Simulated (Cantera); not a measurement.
**MgO + HCl + O2 (oxide etching and cleaning by halides)**

Input: 1 mol MgO, 4.9 mol HCl, 1.1 mol O2, equilibrated at 0.990 bar.

These are equilibrium values from Cantera (NASA tables, ideal gas, pure condensed phases), not measurements of a reactor. Candidate condensed phases: H2O, Mg, MgCl2, MgO, Mg(OH)2; 22 gas species. Kinetics and transport are ignored.

```tsv
T (°C)	log p HCl	log p H2O	log p Cl2	log p O2	log p Cl	log p MgCl2	log p HOCl	log p ClO	n MgO(s)
777	-0.26	-0.80	-0.80	-0.93	-3.50	-4.08	-4.47	-5.23	1.000
802	-0.25	-0.82	-0.82	-0.92	-3.37	-3.88	-4.43	-5.12	0.999
827	-0.24	-0.84	-0.84	-0.91	-3.24	-3.68	-4.40	-5.01	0.999
852	-0.23	-0.86	-0.86	-0.90	-3.12	-3.49	-4.37	-4.91	0.998
877	-0.22	-0.88	-0.88	-0.89	-3.00	-3.31	-4.34	-4.81	0.997
902	-0.22	-0.90	-0.91	-0.88	-2.89	-3.14	-4.32	-4.72	0.996
927	-0.21	-0.92	-0.93	-0.88	-2.79	-2.98	-4.29	-4.63	0.994
952	-0.21	-0.94	-0.95	-0.87	-2.69	-2.82	-4.27	-4.55	0.991
977	-0.20	-0.95	-0.97	-0.86	-2.59	-2.68	-4.25	-4.47	0.988
1002	-0.20	-0.97	-0.99	-0.86	-2.50	-2.53	-4.23	-4.39	0.983
```
log p: log10 of the partial pressure in bar; n: condensed amount in mol.

From 777 °C to 1002 °C the condensed part is MgO(s). The main Mg-bearing gas is MgCl2 throughout. The share of Mg in condensed phases is highest at 777 °C (100.0 %) and lowest at 1002 °C (98.3 %).
